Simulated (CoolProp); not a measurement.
The numbers come from the reference Helmholtz-energy equation of state, Thol 2021 in CoolProp.

For chlorine, give the phase and the density (kg/m³), speed of sound (m/s) at 262.3 K and 7900 kPa; 344.4 K and 7900 kPa.


- 262.3 K and 7900 kPa: liquid; density 1510, speed of sound 1000
- 344.4 K and 7900 kPa: liquid; density 1260, speed of sound 670
